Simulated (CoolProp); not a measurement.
Vapour-liquid equilibrium of CH2F2 (R32) (1) + R123 (2) at 212.1 K; x and y are mole fractions of (1).

Computed with CoolProp (multi-fluid Helmholtz-energy mixture model, Tillner-Roth 1997 and Younglove 1994; pair parameters Bell 2016).

```tsv
x	bubble pressure, mixture model (MPa)	bubble pressure, Raoult's law (MPa)	y, mixture model	y, Raoult's law
0.05	0.006750	0.003765	0.895	0.813
0.2	0.02238	0.01284	0.972	0.954
0.35	0.03352	0.02192	0.984	0.978
0.5	0.04093	0.03099	0.988	0.988
0.65	0.04637	0.04007	0.991	0.994
0.8	0.05165	0.04915	0.994	0.997
0.95	0.05840	0.05822	0.998	0.999
```

The largest gap from Raoult's law is +79.3 % in bubble pressure, at x = 0.05. No azeotrope shows between x = 0.05 and 0.95.

Pair parameters are fitted to limited data, so mixtures are less certain than the pure fluids. With so large a gap from Raoult's law the liquid may split in two, which this calculation doesn't test in full.
